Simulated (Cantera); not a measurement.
# Adiabatic ignition

An adiabatic, constant-pressure homogeneous reactor starts with 10.6 % CO, 1.27 % H2, 18.5 % O2, 69.6 % N2, at 1500 K and 1.28 atm.

Model: GRI-Mech 3.0 (53 species, 325 reactions), integrated in Cantera.

```tsv
t (s)	T (K)	x CO	x H2	x O2	x NO2	x NO
2.00e-6	1500	0.106	0.0127	0.185	<1e-12	<1e-12
5.44e-6	1500	0.106	0.0127	0.185	<1e-12	<1e-12
1.48e-5	1500	0.106	0.0127	0.185	<1e-12	1.74e-12
4.03e-5	1552	0.0917	0.000806	0.166	8.63e-10	7.07e-7
0.000110	1817	0.0448	0.000640	0.138	1.72e-8	1.74e-5
0.000299	2097	0.0223	0.000443	0.134	8.47e-8	8.62e-5
0.000813	2255	0.0111	0.000212	0.134	3.11e-7	0.000285
0.00221	2328	0.00507	9.71e-5	0.133	7.18e-7	0.000706
0.00602	2340	0.00392	7.64e-5	0.133	1.45e-6	0.00151
0.0164	2337	0.00384	7.52e-5	0.132	3.27e-6	0.00339
0.0446	2330	0.00371	7.31e-5	0.130	6.88e-6	0.00713
0.121	2323	0.00358	7.08e-5	0.128	1.08e-5	0.0112
0.331	2320	0.00354	7.02e-5	0.128	1.19e-5	0.0123
0.900	2320	0.00354	7.02e-5	0.128	1.19e-5	0.0123
```
x: mole fraction; the columns are a selection and need not sum to one.

```yaml
time_of_steepest_temperature_rise: 36.5 µs
temperature at 0.900 s: 2320 K
equilibrium_temperature: 2320 K
x(CO) at 0.900 s: 0.00354 (gas-phase equilibrium 0.00354)
x(H2) at 0.900 s: 7.02e-5 (gas-phase equilibrium 7.02e-5)
x(O2) at 0.900 s: 0.128 (gas-phase equilibrium 0.128)
```
